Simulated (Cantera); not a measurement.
An isothermal, constant-pressure homogeneous reactor starts with NH3 : N2 = 1 : 24 (molar parts), at 2423 K and 1.80 bar. Integrator tolerance rtol = 1e-08.

Computed with Cantera and the gas-phase N/H chemistry of the illustrative SiF4/NH3 mechanism in the Surface Chemkin manual (1991). Walls and surfaces, which speed up NH3 decomposition in real reactors, are not modelled.

Question: What does this change do: temperature 2423 to 1525 K?

Answer: 
| quantity | before | after |
|---|---|---|
| x(NH3) at 9.00 s | 2.63e-7 (gas-phase equilibrium 2.63e-7) | 0.0249 (gas-phase equilibrium 1.37e-6) |
| x(H) at 9.00 s | 0.00315 (gas-phase equilibrium 0.00315) | 2.13e-6 (gas-phase equilibrium 4.26e-6) |
| x(N2H4) at 9.00 s | <1e-12 (gas-phase equilibrium <1e-12) | 4.20e-9 (gas-phase equilibrium <1e-12) |
| x(N) at 9.00 s | 1.01e-7 (gas-phase equilibrium 1.01e-7) | 2.86e-9 (gas-phase equilibrium <1e-12) |
| x(H2) at 9.00 s | 0.0560 (gas-phase equilibrium 0.0560) | 0.0218 (gas-phase equilibrium 0.0577) |
| x(NH) at 9.00 s | 5.11e-8 (gas-phase equilibrium 5.11e-8) | 4.54e-8 (gas-phase equilibrium 1.52e-12) |
| x(N2) at 9.00 s | 0.941 (gas-phase equilibrium 0.941) | 0.953 (gas-phase equilibrium 0.942) |
